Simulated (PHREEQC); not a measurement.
A solution holds 24 mmol/kgw Al2(SO4)3, 4.1 mmol/kgw CuCl2 and 1.2 mmol/kgw H2SO4, at 25 °C. Closed to the air; pH follows from the charge balance.

All values are PHREEQC results (ion-association model, wateq4f.dat), not measurements.

No solid was allowed to form.

**Question.** Order these Al species by the share of Al that they hold, largest first: Al+3, AlSO4+, Al(SO4)2-.

**Answer.** AlSO4+ (70 %), Al(SO4)2- (17 %), Al+3 (13 %)

**Question.** Order these Cu species by the share of Cu that they hold, largest first: Cu+2, CuCl+, CuSO4.

**Answer.** Cu+2 (62 %), CuSO4 (38 %), CuCl+ (0.54 %)

The pH is 2.95 and the ionic strength 0.0998 mol/kgw.
